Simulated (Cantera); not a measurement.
## N2O furnace oxynitridation

A perfectly stirred reactor is fed with N2O = 1 (molar parts), at 20.0 Torr; it is held at 1475 K, and followed from long to short residence time.

Cantera simulation using GRI-Mech 3.0 (53 species, 325 reactions); the numbers are that mechanism's predictions, not measurements. GRI-Mech 3.0 was tuned for natural gas; its chemistry of N2O as a main component is partial and can be far from experiment. Radical loss at walls, strong at low pressure, is not modelled. The temperature is held fixed by assumption; the heat of reaction is taken as removed at once.

```tsv
τ (s)	x N2O	x NO	x N2	x O	x NO2	x O2
1.9	0.240	0.118	0.448	5.54e-5	3.56e-5	0.194
0.78	0.433	0.0885	0.333	5.59e-5	2.35e-5	0.145
0.32	0.650	0.0547	0.206	5.61e-5	1.22e-5	0.0891
0.13	0.821	0.0281	0.105	5.62e-5	5.12e-6	0.0457
0.052	0.920	0.0126	0.0473	5.62e-5	1.78e-6	0.0205
0.021	0.966	0.00532	0.0200	5.60e-5	5.20e-7	0.00865
0.0086	0.986	0.00221	0.00834	5.56e-5	1.26e-7	0.00359
```
x: mole fraction; the columns are a selection and need not sum to one.
